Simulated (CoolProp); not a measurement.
o-xylene along the isotherm 480.9 K: fugacity coefficient from the reference equation and from simpler models built on Tc = 630.3 K, pc = 3737 kPa, ω = 0.312; each cubic takes its own stable root.

Values from CoolProp's reference Helmholtz-energy equation of state, Zhou 2012.

```json
[
 {"p (kPa)": "17.7", "phase": "gas", "reference": "0.9955"},
 {"p (kPa)": "31.5", "phase": "gas", "reference": "0.9920"},
 {"p (kPa)": "56.1", "phase": "gas", "reference": "0.9857"},
 {"p (kPa)": "99.7", "phase": "gas", "reference": "0.9745"},
 {"p (kPa)": "177", "phase": "gas", "reference": "0.9548"},
 {"p (kPa)": "315", "phase": "gas", "reference": "0.9195"},
 {"p (kPa)": "561", "phase": "liquid", "reference": "0.6739"},
 {"p (kPa)": "997", "phase": "liquid", "reference": "0.3855"},
 {"p (kPa)": "1770", "phase": "liquid", "reference": "0.2235"},
 {"p (kPa)": "3150", "phase": "liquid", "reference": "0.1323"},
 {"p (kPa)": "5610", "phase": "liquid", "reference": "0.08140"}
]
```

How far does each simpler model (Redlich-Kwong, Soave-Redlich-Kwong, Peng-Robinson) lie from the reference over these 11 states: mean and median of the absolute difference, and the worst?


- Redlich-Kwong: mean 22.4 %, median 2.1 %, worst +55.3 % at 480.9 K and 5610 kPa
- Soave-Redlich-Kwong: mean 2.1 %, median 1.4 %, worst +5.6 % at 480.9 K and 5610 kPa
- Peng-Robinson: mean 0.8 %, median 1.0 %, worst +1.4 % at 480.9 K and 5610 kPa

At some of these states Redlich-Kwong gives the other phase, because its saturation line lies elsewhere.
